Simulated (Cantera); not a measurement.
An isothermal, constant-pressure homogeneous reactor starts with H2 : O2 : N2 = 1.8 : 1 : 1.4 (molar parts), at 925 K and 0.592 atm.

Detailed kinetics in Cantera: the H2/O2 subset of GRI-Mech 3.0, which has no nitrogen chemistry. Below about 950 K walls govern HO2 and H2O2 in real vessels. The temperature is held fixed by assumption; the heat of reaction is taken as removed at once.

**Question.** Predict: x(H2) at 3.00 s; x(O2) at 3.00 s; x(H2O) at 3.00 s; x(HO2) at 3.00 s; x(O) at 3.00 s; x(H2O2) at 3.00 s; x(OH) at 3.00 s.

**Answer.** 
| Quantity | Value |
|---|---|
| x(H2) at 3.00 s | 0.0820 (gas-phase equilibrium 3.18e-11) |
| x(O2) at 3.00 s | 0.0699 (gas-phase equilibrium 0.0303) |
| x(H2O) at 3.00 s | 0.441 (gas-phase equilibrium 0.545) |
| x(HO2) at 3.00 s | 4.00e-5 (gas-phase equilibrium 1.23e-10) |
| x(O) at 3.00 s | 3.46e-8 (gas-phase equilibrium 3.03e-12) |
| x(H2O2) at 3.00 s | 0.000337 (gas-phase equilibrium 7.34e-11) |
| x(OH) at 3.00 s | 5.87e-8 (gas-phase equilibrium 3.87e-8) |
